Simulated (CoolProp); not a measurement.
R1233zd(E) at 298.15 K and 2.29 MPa is throttled through a valve to 0.139 MPa with no heat exchange. Each further row changes one setting.

The numbers come from the reference Helmholtz-energy equation of state, Akasaka 2022 in CoolProp.

| case | temperature change (K) | final phase | final density (kg/m³) |
|---|---|---|---|
| as stated | +0.6 | liquid | 1260 |
| outlet pressure 0.0417 MPa | [?] | [?] | [?] |
| outlet pressure 0.181 MPa | +0.6 | liquid | 1260 |

Problem. What belongs in the gaps?

Solution. 
- outlet pressure 0.0417 MPa, temperature change (K): -28.4
- outlet pressure 0.0417 MPa, final phase: two-phase, vapour fraction 0.165
- outlet pressure 0.0417 MPa, final density (kg/m³): 14.9
